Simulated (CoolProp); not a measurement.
Saturation properties of R1234ze(Z) (Tc = 423.3 K, pc = 3.531 MPa, ω = 0.327).

Model: reference Helmholtz-energy equation of state, Akasaka 2019, in CoolProp.

| T (K) | p (MPa) | vapour density (kg/m³) | liquid cp (kJ/(kg K)) |
|---|---|---|---|
| 283 | 0.1018 | ? | 1.233 |
| 292.3 | 0.1443 | 7.231 | 1.258 |
| 301.7 | 0.2003 | 9.889 | ? |
| 311 | 0.2711 | 13.24 | ? |
| 320.3 | 0.3598 | 17.44 | 1.344 |
| 329.6 | 0.4691 | 22.68 | 1.377 |
| 339 | 0.6037 | 29.24 | 1.415 |
| 348.3 | 0.7639 | 37.26 | 1.456 |

### Question
Fill in the missing entries.

### Answer

- 283, vapour density (kg/m³): 5.195
- 301.7, liquid cp (kJ/(kg K)): 1.285
- 311, liquid cp (kJ/(kg K)): 1.314

It boils at 282.9 K under 1 atm.
